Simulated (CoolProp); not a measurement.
Hexamethyldisiloxane (MM) along the isobar 0.101 MPa: fugacity coefficient from the reference equation and from simpler models built on Tc = 245.6 °C, pc = 1.931 MPa, ω = 0.418; each cubic takes its own stable root.

The numbers come from the reference Helmholtz-energy equation of state, Thol 2016 in CoolProp.

```json
[
 {"T (°C)": "-60.85", "phase": "liquid", "reference": "7.229e-5", "van der Waals": "0.1199", "Soave-Redlich-Kwong": "7.985e-5", "Peng-Robinson": "0.0001008"},
 {"T (°C)": "-44.35", "phase": "liquid", "reference": "0.0004178", "van der Waals": "0.2143", "Soave-Redlich-Kwong": "0.0004419", "Peng-Robinson": "0.0005284"},
 {"T (°C)": "-27.85", "phase": "liquid", "reference": "0.001824", "van der Waals": "0.3535", "Soave-Redlich-Kwong": "0.001874", "Peng-Robinson": "0.002148"},
 {"T (°C)": "-11.35", "phase": "liquid", "reference": "0.006364", "van der Waals": "0.5462", "Soave-Redlich-Kwong": "0.006424", "Peng-Robinson": "0.007115"},
 {"T (°C)": "5.15", "phase": "liquid", "reference": "0.01853", "van der Waals": "0.7999", "Soave-Redlich-Kwong": "0.01852", "Peng-Robinson": "0.01996"},
 {"T (°C)": "21.65", "phase": "liquid", "reference": "0.04653", "van der Waals": "0.9432", "Soave-Redlich-Kwong": "0.04630", "Peng-Robinson": "0.04880"},
 {"T (°C)": "38.15", "phase": "liquid", "reference": "0.1034", "van der Waals": "0.9497", "Soave-Redlich-Kwong": "0.1028", "Peng-Robinson": "0.1064"},
 {"T (°C)": "54.65", "phase": "liquid", "reference": "0.2072", "van der Waals": "0.9551", "Soave-Redlich-Kwong": "0.2065", "Peng-Robinson": "0.2109"},
 {"T (°C)": "71.15", "phase": "liquid", "reference": "0.3808", "van der Waals": "0.9598", "Soave-Redlich-Kwong": "0.3810", "Peng-Robinson": "0.3848"},
 {"T (°C)": "87.65", "phase": "liquid", "reference": "0.6501", "van der Waals": "0.9638", "Soave-Redlich-Kwong": "0.6538", "Peng-Robinson": "0.6545"},
 {"T (°C)": "104.15", "phase": "gas", "reference": "0.9428", "van der Waals": "0.9673", "Soave-Redlich-Kwong": "0.9492", "Peng-Robinson": "0.9469"},
 {"T (°C)": "120.55", "phase": "gas", "reference": "0.9510", "van der Waals": "0.9703", "Soave-Redlich-Kwong": "0.9554", "Peng-Robinson": "0.9531"},
 {"T (°C)": "137.05", "phase": "gas", "reference": "0.9577", "van der Waals": "0.9730", "Soave-Redlich-Kwong": "0.9608", "Peng-Robinson": "0.9585"},
 {"T (°C)": "153.55", "phase": "gas", "reference": "0.9632", "van der Waals": "0.9754", "Soave-Redlich-Kwong": "0.9654", "Peng-Robinson": "0.9631"},
 {"T (°C)": "170.05", "phase": "gas", "reference": "0.9678", "van der Waals": "0.9775", "Soave-Redlich-Kwong": "0.9694", "Peng-Robinson": "0.9672"}
]
```

At some of these states van der Waals gives the other phase, because its saturation line lies elsewhere.
